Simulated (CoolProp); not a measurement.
Vapour-liquid equilibrium of R1234ze(E) (1) + R227EA (2) at 269.8 K; x and y are mole fractions of (1).

The numbers come from the multi-fluid Helmholtz-energy mixture model, Thol 2016 and Lemmon 2016; pair parameters Bell 2023 in CoolProp.

| x | bubble pressure (bar) | y at the bubble point | dew pressure at overall composition x (bar) | liquid density (mol/L) |
|---|---|---|---|---|
| 0.05 | 1.737 | 0.058 | 1.734 | 8.897 |
| 0.125 | 1.760 | 0.142 | 1.755 | 9.029 |
| 0.2 | 1.782 | 0.224 | 1.775 | 9.165 |
| 0.275 | 1.802 | 0.303 | 1.795 | 9.305 |
| 0.35 | 1.821 | 0.379 | 1.814 | 9.450 |
| 0.425 | 1.839 | 0.453 | 1.832 | 9.600 |
| 0.5 | 1.855 | 0.526 | 1.849 | 9.755 |
| 0.575 | 1.869 | 0.597 | 1.864 | 9.917 |
| 0.65 | 1.881 | 0.667 | 1.878 | 10.08 |
| 0.725 | 1.891 | 0.738 | 1.889 | 10.26 |
| 0.8 | 1.899 | 0.808 | 1.899 | 10.44 |
| 0.875 | 1.906 | 0.879 | 1.905 | 10.63 |
| 0.95 | 1.909 | 0.951 | 1.909 | 10.82 |

No azeotrope shows between x = 0.05 and 0.95.

Pair parameters are fitted to limited data, so mixtures are less certain than the pure fluids.
